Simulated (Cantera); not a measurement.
NO annealing gas

An isothermal, constant-pressure homogeneous reactor starts with NO : N₂ = 1 : 1.8 (molar parts), at 1723 K and 1.01 bar.

Model: GRI-Mech 3.0 (53 species, 325 reactions), integrated in Cantera.

```json
[
 {"t (s)": "3.00e-6", "x NO": "0.357", "x O₂": "7.24e-12", "x N₂": "0.643", "x NO₂": "3.22e-9", "x O": "4.04e-8"},
 {"t (s)": "2.14e-5", "x NO": "0.357", "x O₂": "2.82e-10", "x N₂": "0.643", "x NO₂": "1.22e-7", "x O": "1.90e-7"},
 {"t (s)": "0.000152", "x NO": "0.357", "x O₂": "5.91e-9", "x N₂": "0.643", "x NO₂": "1.93e-6", "x O": "3.31e-7"},
 {"t (s)": "0.00109", "x NO": "0.357", "x O₂": "2.18e-7", "x N₂": "0.643", "x NO₂": "1.69e-5", "x O": "7.52e-7"},
 {"t (s)": "0.00775", "x NO": "0.357", "x O₂": "3.44e-5", "x N₂": "0.643", "x NO₂": "0.000111", "x O": "3.04e-6"},
 {"t (s)": "0.0552", "x NO": "0.355", "x O₂": "0.000718", "x N₂": "0.644", "x NO₂": "0.000147", "x O": "3.89e-6"},
 {"t (s)": "0.394", "x NO": "0.346", "x O₂": "0.00559", "x N₂": "0.649", "x NO₂": "0.000210", "x O": "5.57e-6"},
 {"t (s)": "2.81", "x NO": "0.287", "x O₂": "0.0348", "x N₂": "0.678", "x NO₂": "0.000359", "x O": "1.11e-5"},
 {"t (s)": "20.0", "x NO": "0.119", "x O₂": "0.119", "x N₂": "0.762", "x NO₂": "0.000267", "x O": "1.97e-5"}
]
```
x: mole fraction; the columns are a selection and need not sum to one.

Equilibrium at this temperature and pressure: NO 0.00298, O₂ 0.177, N₂ 0.820, NO₂ 8.15e-6, O 2.39e-5 (gas phase only).
